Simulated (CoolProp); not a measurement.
n-butane at 298.15 K and 0.714 MPa is throttled through a valve to 0.0682 MPa with no heat exchange. Each further row changes one setting.

Computed with CoolProp (reference Helmholtz-energy equation of state, Bücker 2006).

```
case                        temperature change (K)                       final phase  final density (kg/m³)
--------------------------  ----------------------  --------------------------------  ---------------------
as stated                                    -35.5                                 …                      …
outlet pressure 0.0205 MPa                       …                                 …                   1.80
outlet pressure 0.0887 MPa                   -28.9  two-phase, vapour fraction 0.177                      …
```

Some entries are withheld; supply them.


- as stated, final phase: two-phase, vapour fraction 0.212
- as stated, final density (kg/m³): 8.72
- outlet pressure 0.0205 MPa, temperature change (K): -61.3
- outlet pressure 0.0205 MPa, final phase: two-phase, vapour fraction 0.339
- outlet pressure 0.0887 MPa, final density (kg/m³): 13.3
